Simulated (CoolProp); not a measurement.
Vapour-liquid equilibrium of R134a (1) + R236FA (2) at 0.224 MPa; x and y are mole fractions of (1).

The numbers come from the multi-fluid Helmholtz-energy mixture model, Tillner-Roth 1994 and Pan 2012; pair parameters Bell 2016 in CoolProp.

| x | bubble temperature (K) | y at the bubble point | dew temperature at overall composition x (K) | liquid density (mol/L) |
|---|---|---|---|---|
| 0.05 | 290.5 | 0.107 | 291.6 | 9.231 |
| 0.15 | 286.9 | 0.290 | 289.7 | 9.559 |
| 0.25 | [?] | [?] | 287.8 | 9.897 |
| 0.35 | 280.7 | 0.563 | 285.7 | 10.25 |
| 0.45 | 277.9 | 0.666 | 283.4 | [?] |
| 0.55 | 275.4 | 0.751 | 281.0 | 10.99 |
| 0.65 | 273.0 | 0.824 | 278.4 | 11.38 |
| 0.75 | 270.8 | [?] | 275.4 | 11.79 |
| 0.85 | 268.8 | 0.936 | 272.1 | 12.23 |
| 0.95 | 266.9 | 0.981 | 268.2 | 12.68 |

**Question.** Some entries are withheld; supply them.

**Answer.** 
- 0.25, bubble temperature (K): 283.7
- 0.25, y at the bubble point: 0.440
- 0.45, liquid density (mol/L): 10.61
- 0.75, y at the bubble point: 0.885

No azeotrope shows between x = 0.05 and 0.95.

The pair parameters rest on a limited set of measurements; away from them the model extrapolates.
